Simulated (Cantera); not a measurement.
## Boron, boron nitride and boron oxide: B + O2

A closed system holds: 1 mol B, 9.9 mol O2, held at 2098 K.

These are equilibrium values from Cantera (NASA tables, ideal gas, pure condensed phases), not measurements of a reactor. Candidate condensed phases: B, B2O3; 10 gas species. Kinetics and transport are ignored.

From 10.0 Pa to 1.00 bar nothing is condensed. The main B-bearing gas is BO2 at 10.0 Pa and B2O3 at 1.00 bar.

| P (Pa) | x O2 | x O | x BO2 | x B2O3 | x BO |
|---|---|---|---|---|---|
| 10 | 0.798 | 0.122 | 0.0616 | 0.0155 | 0.00287 |
| 32 | 0.852 | 0.0707 | 0.0547 | 0.0212 | 0.00138 |
| 100 | 0.885 | 0.0408 | 0.0465 | 0.0266 | 0.000651 |
| 320 | 0.907 | 0.0231 | 0.0381 | 0.0315 | 0.000294 |
| 1000 | 0.920 | 0.0132 | 0.0306 | 0.0357 | 0.000133 |
| 3200 | 0.929 | 0.00739 | 0.0241 | 0.0392 | 5.81e-5 |
| 10000 | 0.935 | 0.00419 | 0.0188 | 0.0421 | 2.55e-5 |
| 32000 | 0.939 | 0.00235 | 0.0144 | 0.0444 | 1.10e-5 |
| 100000 | 0.942 | 0.00133 | 0.0111 | 0.0461 | 4.75e-6 |
x: gas mole fraction; nothing condenses.
